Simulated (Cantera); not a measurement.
Predominance diagram of Cr at 1127 °C against the partial pressures of O₂ and N₂ (log10, bar). Cantera with NASA thermochemical tables; ideal gases at 1 bar, condensed phases pure. Candidates: Cr(s), CrN(s), Cr₂N(s), Cr₂O₃(s). Only these pure phases compete in this equilibrium. 

Problem. Which phase is stable at these pairs, and which metal-bearing vapour leads over it? (-17.3, -12); (-14.2, 0); (-2, 0); (-17.3, -7.5); (-29.5, -3); (-5.1, -12); (-9.7, -4.5)

Solution. 
```json
[
 {"log p(O₂)": "-17.3", "log p(N₂)": "-12", "phase": "Cr₂O₃(s)", "chief vapour": "Cr", "log p (bar)": "-8.6"},
 {"log p(O₂)": "-14.2", "log p(N₂)": "0", "phase": "Cr₂O₃(s)", "chief vapour": "Cr", "log p (bar)": "-10.9"},
 {"log p(O₂)": "-2", "log p(N₂)": "0", "phase": "Cr₂O₃(s)", "chief vapour": "CrO₃", "log p (bar)": "-8.5"},
 {"log p(O₂)": "-17.3", "log p(N₂)": "-7.5", "phase": "Cr₂O₃(s)", "chief vapour": "Cr", "log p (bar)": "-8.6"},
 {"log p(O₂)": "-29.5", "log p(N₂)": "-3", "phase": "Cr(s)", "chief vapour": "Cr", "log p (bar)": "-7.2"},
 {"log p(O₂)": "-5.1", "log p(N₂)": "-12", "phase": "Cr₂O₃(s)", "chief vapour": "CrO₃", "log p (bar)": "-10.9"},
 {"log p(O₂)": "-9.7", "log p(N₂)": "-4.5", "phase": "Cr₂O₃(s)", "chief vapour": "CrO₂", "log p (bar)": "-12.2"}
]
```
